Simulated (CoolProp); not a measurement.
Computed with CoolProp (reference Helmholtz-energy equation of state, McLinden 2020).

### Question
Give the vapour pressure (MPa), liquid density (kg/m³), vapour density (kg/m³), enthalpy of vaporisation (kJ/kg) of saturated R1336mzz(Z) at 279.5 K.

### Answer
| T (K) | p (MPa) | liquid density (kg/m³) | vapour density (kg/m³) | enthalpy of vaporisation (kJ/kg) |
|---|---|---|---|---|
| 279.5 | 0.0334 | 1410 | 2.41 | 177 |
